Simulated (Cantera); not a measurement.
Feed: 1 mol SiH2Cl2, 0.64 mol N2, held at 873 K and 0.0150 bar.

Equilibrium computed with Cantera from the NASA thermochemical tables; the gas is ideal and each condensed phase is pure. Candidate condensed phases: NH4Cl, Si, Si3N4; 28 gas species. N2 is the only nitrogen source here; it is nearly inert below about 1500 K, so the nitride shown seldom forms there in practice. The tables' values for SiCl3 are old estimates; treat these amounts as uncertain. Equilibrium is a limit: real reactors are often held back by kinetics, nucleation or transport.

Base state: HCl 0.409, H2 0.330, SiCl4 0.165, N2 0.0958, SiHCl3 0.000285, SiCl3 1.08e-5 (mole fractions); condensed: Si3N4(s).

### Question
What changes in the equilibrium state with this change: temperature from 873 K to 1248 K?

### Answer
```
species         before    after
-------------  -------  -------
HCl              0.409    0.490
H2               0.330    0.281
SiCl4            0.165    0.130
N2              0.0958   0.0834
SiCl2          4.17e-8  0.00447
SiCl3          1.08e-5  0.00898
Si3N4(s), mol    0.230    0.241
```

### Question
What changes in the equilibrium state with this change: SiH2Cl2 replaced by Si2Cl6?

### Answer
```
species          before    after
-------------  --------  -------
SiCl4             0.165    0.830
N2               0.0958    0.170
SiCl3           1.08e-5  3.30e-5
HCl               0.409        0
H2                0.330        0
SiHCl3         0.000285        0
Si3N4(s), mol     0.230    0.167
```
The feed counts by its element totals alone.
